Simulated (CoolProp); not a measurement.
Octamethyltrisiloxane (MDM) at 293.15 K and 0.463 MPa is throttled through a valve to 0.157 MPa with no heat exchange. Each further row changes one setting.

Values from CoolProp's reference Helmholtz-energy equation of state, Thol 2017.

```json
[
 {"case": "as stated", "temperature change (K)": "+0.1"},
 {"case": "outlet pressure 0.0471 MPa", "temperature change (K)": "+0.2"},
 {"case": "outlet pressure 0.204 MPa", "temperature change (K)": "+0.1"}
]
```
